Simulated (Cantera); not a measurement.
# Adiabatic ignition

An adiabatic, constant-volume homogeneous reactor starts with CH4 : O2 : N2 = 1 : 2 : 7.52 (molar parts), equivalence ratio 1.0, at 1748 K and 1.00 bar.

Model: GRI-Mech 3.0 (53 species, 325 reactions), integrated in Cantera.

| t (s) | T (K) | P (bar) | x CH4 | x O2 | x N2O | x NO2 | x C2H2 |
|---|---|---|---|---|---|---|---|
| 4.00e-6 | 1748 | 1.000 | 0.0950 | 0.190 | 3.44e-11 | <1e-12 | <1e-12 |
| 1.04e-5 | 1748 | 1.000 | 0.0950 | 0.190 | 1.82e-10 | <1e-12 | 5.85e-11 |
| 2.73e-5 | 1747 | 1.000 | 0.0947 | 0.190 | 9.76e-10 | <1e-12 | 4.46e-9 |
| 7.11e-5 | 1750 | 1.00 | 0.0930 | 0.189 | 5.25e-9 | <1e-12 | 5.79e-7 |
| 0.000186 | 2921 | 1.79 | <1e-12 | 0.0285 | 6.44e-7 | 3.23e-7 | <1e-12 |
| 0.000485 | 2967 | 1.81 | <1e-12 | 0.0246 | 8.94e-7 | 2.74e-6 | <1e-12 |
| 0.00126 | 2962 | 1.81 | <1e-12 | 0.0233 | 9.69e-7 | 3.68e-6 | <1e-12 |
| 0.00330 | 2962 | 1.81 | <1e-12 | 0.0232 | 9.71e-7 | 3.70e-6 | <1e-12 |
| 0.00862 | 2962 | 1.81 | <1e-12 | 0.0232 | 9.71e-7 | 3.70e-6 | <1e-12 |
| 0.0225 | 2962 | 1.81 | <1e-12 | 0.0232 | 9.71e-7 | 3.70e-6 | <1e-12 |
| 0.0587 | 2962 | 1.81 | <1e-12 | 0.0232 | 9.71e-7 | 3.70e-6 | <1e-12 |
| 0.153 | 2962 | 1.81 | <1e-12 | 0.0232 | 9.71e-7 | 3.70e-6 | <1e-12 |
| 0.400 | 2962 | 1.81 | <1e-12 | 0.0232 | 9.71e-7 | 3.70e-6 | <1e-12 |
x: mole fraction; the columns are a selection and need not sum to one.

```yaml
time_of_steepest_temperature_rise: 0.149 ms
temperature at 0.400 s: 2962 K
equilibrium_temperature: 2962 K
x(CH4) at 0.400 s: <1e-12 (gas-phase equilibrium <1e-12)
x(O2) at 0.400 s: 0.0232 (gas-phase equilibrium 0.0232)
x(N2O) at 0.400 s: 9.71e-7 (gas-phase equilibrium 9.71e-7)
```
